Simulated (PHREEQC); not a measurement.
**Metal-bearing waste water: an equilibrium model**

Consider water at 25 °C with 0.234 mol/kgw FeCl3, 0.00026 mol/kgw CaCl2, 0.0023 mol/kgw H2SO4 and 0.00013 mol/kgw Na2SO4. Closed to the air; pH follows from the charge balance.

All values are PHREEQC results (ion-association model, phreeqc.dat), not measurements.

No solid was allowed to form.

### Question
Predict the pH, ionic strength.

### Answer
pH 1.84; ionic strength 0.742 mol/kgw.

### Question
In which forms is S present?

### Answer
FeSO4+ 80 %, SO4-2 10.0 %, FeHSO4+2 6.3 %, HSO4- 3.3 % of the S.

Saturation is exceeded, for instance for Hematite (slow to form), Goethite (slow to form); the values hold only as long as no solid forms. The ionic strength is past about 0.7 mol/kgw, beyond the range of this activity model, so the values are rough.
